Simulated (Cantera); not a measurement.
Input: 1 mol C₂F₆, 0.18 mol CH₄, 0.11 mol H₂, held at 2150 °C and 37.0 Pa.

Equilibrium computed with Cantera from the NASA thermochemical tables; the gas is ideal and each condensed phase is pure. Candidate condensed phases: C, C₆H₆, C₇H₈, C₈H₁₈; 95 gas species. The feed counts by its element totals alone. The numbers say what is thermodynamically allowed, not how fast it happens.

Base state: F 0.772, HF 0.163, CF₂ 0.0437, CF 0.0198, C₃ 0.000391, H 0.000305, C 0.000151, CF₃ 6.10e-5 (mole fractions); condensed: C(graphite).

Question: What changes in the equilibrium state with this change: CH₄ from 0.18 to 0.42 mol?

Answer: 
```tsv
species	before	after
F	0.772	0.629
HF	0.163	0.325
CF₂	0.0437	0.0290
CF	0.0198	0.0161
H	0.000305	0.000747
CF₄	1.81e-5	7.96e-6
CF₃	6.10e-5	3.29e-5
C(graphite), mol	1.81	2.15
```

Question: What changes in the equilibrium state with this change: temperature from 2150 °C to 1425 °C?

Answer: 
```
species             before    after
----------------  --------  -------
CF₄                1.81e-5    0.547
HF                   0.163    0.418
CF₂                 0.0437   0.0222
F                    0.772   0.0123
CF                  0.0198  9.70e-6
C₃                0.000391    <1e-9
C                 0.000151    <1e-9
C₂                 3.55e-5    <1e-9
C(graphite), mol      1.81    0.896
```
Gases not in the tables: C₂F₆ and larger saturated fluorocarbons.
